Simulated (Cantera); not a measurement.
A Cantera script and what it prints.

```python
import numpy as np
import cantera as ct

gas_names = [...]  # 113 gases of nasa_gas.yaml made of C, H, O, Pb
cond_names = """
    C(gr) C6H6(L) C7H8(L) C8H18(L),n-octa H2O(s) H2O(L) Pb(cr) Pb(L) PbO(rd) PbO(yw) PbO(L) PbO2(s)
    Pb3O4(s)
""".split()


# ... load() reads the species with a 1 bar reference pressure and builds the phases ...
atoms = {
    'PbO': {'Pb': 1, 'O': 1},
    'CO': {'C': 1, 'O': 1},
    'H2': {'H': 2},
}
top_T = {'C(gr)': 4500, 'Pb3O4(s)': 820}  # K; cautious upper limits of use, not melting points


# ... equilibrate(T, P, feed) seeds the gas with the atoms and calls Mixture.equilibrate('TP', solver="vcs", rtol=1e-11, max_steps=5000) ...
results = []
T = 2075  # K
P = 46  # Pa
for m in [0.83, 1.2, 1.6, 2.2, 3.1, 4.4, 6.1, 8.5, 12]:
    feed = {'PbO': 1, 'CO': 9, 'H2': m}  # mol
    mix = equilibrate(T, P, feed)
    results.append((T, P, feed, dict(zip(mix.species_names, mix.species_moles))))
    x = sorted(zip(gas.X, gas.species_names), reverse=True)
    print(f"T = {T:g} K  P = {P:g} Pa  n(H2) = {m:g} mol  gas = {mix.phase_moles(0):.4g} mol")
    print("   x: " + "  ".join(f"{s} {v:.3e}" for v, s in x if v > 0.001))
    print("   condensed (mol): " + ("  ".join(f"{mix.phase(i).name} {mix.phase_moles(i):.4g}"
          for i in range(1, mix.n_phases) if mix.phase_moles(i) > 1e-12) or "none"))
```

Output:

```
T = 2075 K  P = 46 Pa  n(H2) = 0.83 mol  gas = 10.99 mol
   x: CO 7.498e-01  Pb 9.078e-02  CO2 6.944e-02  H2 4.281e-02  H 2.569e-02  H2O 1.924e-02  OH 1.318e-03
   condensed (mol): none
T = 2075 K  P = 46 Pa  n(H2) = 1.2 mol  gas = 11.39 mol
   x: CO 7.299e-01  Pb 8.756e-02  H2 6.357e-02  CO2 6.007e-02  H 3.131e-02  H2O 2.539e-02  OH 1.427e-03
   condensed (mol): none
T = 2075 K  P = 46 Pa  n(H2) = 1.6 mol  gas = 11.83 mol
   x: CO 7.089e-01  H2 8.585e-02  Pb 8.435e-02  CO2 5.183e-02  H 3.639e-02  H2O 3.046e-02  OH 1.474e-03
   condensed (mol): none
T = 2075 K  P = 46 Pa  n(H2) = 2.2 mol  gas = 12.48 mol
   x: CO 6.788e-01  H2 1.184e-01  Pb 7.998e-02  H 4.273e-02  CO2 4.226e-02  H2O 3.577e-02  OH 1.473e-03
   condensed (mol): none
T = 2075 K  P = 46 Pa  n(H2) = 3.1 mol  gas = 13.45 mol
   x: CO 6.368e-01  H2 1.643e-01  Pb 7.423e-02  H 5.034e-02  H2O 4.028e-02  CO2 3.217e-02  OH 1.408e-03
   condensed (mol): none
T = 2075 K  P = 46 Pa  n(H2) = 4.4 mol  gas = 14.85 mol
   x: CO 5.831e-01  H2 2.236e-01  Pb 6.727e-02  H 5.872e-02  H2O 4.274e-02  CO2 2.297e-02  OH 1.281e-03
   condensed (mol): none
T = 2075 K  P = 46 Pa  n(H2) = 6.1 mol  gas = 16.67 mol
   x: CO 5.240e-01  H2 2.893e-01  H 6.680e-02  Pb 5.994e-02  H2O 4.268e-02  CO2 1.593e-02  OH 1.125e-03
   condensed (mol): none
T = 2075 K  P = 46 Pa  n(H2) = 8.5 mol  gas = 19.23 mol
   x: CO 4.575e-01  H2 3.637e-01  H 7.489e-02  Pb 5.196e-02  H2O 4.039e-02  CO2 1.047e-02
   condensed (mol): none
T = 2075 K  P = 46 Pa  n(H2) = 12 mol  gas = 22.96 mol
   x: H2 4.446e-01  CO 3.855e-01  H 8.281e-02  Pb 4.353e-02  H2O 3.619e-02  CO2 6.464e-03
   condensed (mol): none
```

Method: chemical equilibrium by Gibbs-energy minimisation in Cantera with the NASA 1993 tables (ideal gas, pure condensed phases).
